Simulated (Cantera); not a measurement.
Input: 1 mol SiO2, 2.4 mol H2, 0.053 mol H2O, at 625 °C and 0.100 bar.

These are equilibrium values from Cantera (NASA tables, ideal gas, pure condensed phases), not measurements of a reactor. Candidate condensed phases: H2O, Si, SiO2; 18 gas species. Rates play no part.

Base state: H2 0.978, H2O 0.0216 (mole fractions); condensed: SiO2(β-quartz).

Question: What changes in the equilibrium state with this change: SiO2 replaced by Cu2O?

Answer: 
| species | before | after |
|---|---|---|
| H2 | 0.978 | 0.571 |
| H2O | 0.0216 | 0.429 |
| SiO2(β-quartz), mol | 1.00 | 0 |
| Cu(s), mol | 0 | 2.00 |
Further candidate phases: Cu, CuO, Cu(OH)2, Cu2O.
